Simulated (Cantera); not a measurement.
Feed: 1 mol Si, 0.055 mol CO2, 25 mol N2, equilibrated at 1000 Pa.

These are equilibrium values from Cantera (NASA tables, ideal gas, pure condensed phases), not measurements of a reactor. Candidate condensed phases: C, Si, SiC, SiO2, Si2N2O, Si3N4; 34 gas species. Mutual solubility and eutectic melting of coexisting phases are not modelled. The tables' values for SiN are old estimates; treat these amounts as uncertain. Equilibrium is a limit: real reactors are often held back by kinetics, nucleation or transport.

x: gas mole fraction; n: condensed amount in mol.

```json
[
 {"T (°C)": "1425", "x N2": "0.995", "x Si": "1.86e-5", "x SiO": "0.00271", "x CO": "0.00178", "x Si2C": "1.11e-7", "n SiC(s)": "0.0113", "n Si3N4(s)": "0.307", "n Si(l)": "0"},
 {"T (°C)": "1475", "x N2": "0.995", "x Si": "7.49e-5", "x SiO": "0.00350", "x CO": "0.000987", "x Si2C": "5.98e-7", "n SiC(s)": "0.0308", "n Si3N4(s)": "0.294", "n Si(l)": "0"},
 {"T (°C)": "1525", "x N2": "0.995", "x Si": "?", "x SiO": "0.00398", "x CO": "0.000504", "x Si2C": "?", "n SiC(s)": "0.0425", "n Si3N4(s)": "0.284", "n Si(l)": "0"},
 {"T (°C)": "1575", "x N2": "0.995", "x Si": "0.000627", "x SiO": "0.00384", "x CO": "0.000538", "x Si2C": "8.54e-6", "n SiC(s)": "0.0413", "n Si3N4(s)": "0", "n Si(l)": "0.843"},
 {"T (°C)": "1625", "x N2": "0.994", "x Si": "0.00123", "x SiO": "0.00369", "x CO": "0.000689", "x Si2C": "2.13e-5", "n SiC(s)": "0.0371", "n Si3N4(s)": "0", "n Si(l)": "0.834"},
 {"T (°C)": "1675", "x N2": "0.993", "x Si": "?", "x SiO": "0.00351", "x CO": "?", "x Si2C": "?", "n SiC(s)": "?", "n Si3N4(s)": "0", "n Si(l)": "0.811"},
 {"T (°C)": "1725", "x N2": "0.991", "x Si": "0.00425", "x SiO": "0.00330", "x CO": "0.00106", "x Si2C": "0.000116", "n SiC(s)": "0.0254", "n Si3N4(s)": "0", "n Si(l)": "0.765"},
 {"T (°C)": "1775", "x N2": "0.987", "x Si": "0.00756", "x SiO": "0.00308", "x CO": "0.00126", "x Si2C": "0.000252", "n SiC(s)": "0.0165", "n Si3N4(s)": "0", "n Si(l)": "0.680"},
 {"T (°C)": "1825", "x N2": "0.981", "x Si": "0.0131", "x SiO": "0.00284", "x CO": "0.00148", "x Si2C": "0.000530", "n SiC(s)": "0.00363", "n Si3N4(s)": "0", "n Si(l)": "0.530"}
]
```

**Question.** What belongs in the gaps?

**Answer.** 
- 1525, x Si: 0.000278
- 1525, x Si2C: 2.92e-6
- 1675, x Si: 0.00232
- 1675, x CO: 0.000863
- 1675, x Si2C: 5.08e-5
- 1675, n SiC(s): 0.0320
